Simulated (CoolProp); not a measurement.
The numbers come from the reference Helmholtz-energy equation of state, Platzer 1990 in CoolProp. This equation is an older, rougher fit; its heat capacities, sound speeds and derivatives of the liquid may be far off and weren't checked against measurements.

Task: For CF4 (R14), give the phase and the density (kg/m³), Prandtl number at -140.45 °C and 1.13 MPa.

Result: 
- -140.45 °C and 1.13 MPa: liquid; density 1670, Prandtl number 2.47

Viscosity comes from a separate model (Huber 2003), an estimate that may be off by 10 % or more. Thermal conductivity comes from a separate model (Huber 2003), an estimate that may be off by 10 % or more.
